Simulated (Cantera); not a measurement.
Input (Python, Cantera):

```python
import numpy as np
import cantera as ct

gas = ct.Solution("gri30.yaml")
gas.TPX = 375, 94000, {'CO': 1, 'H2': 0.15, 'CH4': 0.045, 'O2': 0.95, 'N2': 3.57}
inlet = ct.Reservoir(gas, clone=True)
gas.equilibrate("HP")  # start burning
reactor = ct.IdealGasConstPressureReactor(gas, energy="on", clone=False)
exhaust = ct.Reservoir(gas, clone=True)
tau = [0.13, 0.059, 0.027, 0.013, 0.0059, 0.0028, 0.0013, 0.0006, 0.00028, 0.00013, 6e-05][0]
for a, b in ((inlet, reactor), (reactor, exhaust)):
    ct.MassFlowController(a, b, mdot=lambda t: reactor.mass / tau)
net = ct.ReactorNet([reactor])
show = ['CO', 'H2', 'CH4', 'C2H', 'HCN', 'C2H4']

rows = []
print(f"{'tau/s':>10s}{'T/K':>9s}" + "".join(f"{s:>11s}" for s in show))
for tau in [0.13, 0.059, 0.027, 0.013, 0.0059, 0.0028, 0.0013, 0.0006, 0.00028, 0.00013, 6e-05]:
    net.initial_time = 0.0
    net.advance(30 * tau)
    before = gas.X
    net.advance(40 * tau)
    drift = np.max(np.abs(gas.X - before) / (gas.X + 1e-9))
    rows.append([gas.T, *gas[show].X, drift])
    print(f"{tau:10.3e}{gas.T:9.1f}" + "".join(f"{x:11.3e}" for x in gas[show].X))
```

Output:

```
     tau/s      T/K         CO         H2        CH4        C2H        HCN       C2H4
 1.300e-01   2115.2  6.118e-03  2.730e-04  3.543e-07  2.243e-15  4.635e-09  6.552e-13
 5.900e-02   2094.2  8.608e-03  3.880e-04  6.178e-07  4.647e-15  3.837e-09  1.451e-12
 2.700e-02   2060.8  1.240e-02  5.713e-04  1.038e-06  7.818e-15  2.894e-09  2.708e-12
 1.300e-02   2016.8  1.719e-02  8.164e-04  1.687e-06  1.129e-14  2.216e-09  4.559e-12
 5.900e-03   1954.7  2.360e-02  1.167e-03  2.914e-06  1.548e-14  1.853e-09  8.084e-12
 2.800e-03   1881.6  3.064e-02  1.577e-03  5.063e-06  2.001e-14  1.854e-09  1.488e-11
 1.300e-03   1790.7  3.886e-02  2.057e-03  9.476e-06  2.620e-14  2.122e-09  3.176e-11
 6.000e-04   1679.0  4.892e-02  2.547e-03  1.977e-05  3.615e-14  2.550e-09  8.407e-11
 2.800e-04   1531.0  6.520e-02  2.963e-03  5.245e-05  5.045e-14  2.970e-09  3.390e-10
 1.300e-04    375.0  1.750e-01  2.625e-02  7.874e-03 -1.283e-54 -7.555e-24 -3.122e-22
 6.000e-05    375.0  1.750e-01  2.625e-02  7.874e-03  1.466e-61 -2.198e-26 -9.085e-25
```

Detailed kinetics in Cantera: GRI-Mech 3.0 (53 species, 325 reactions).
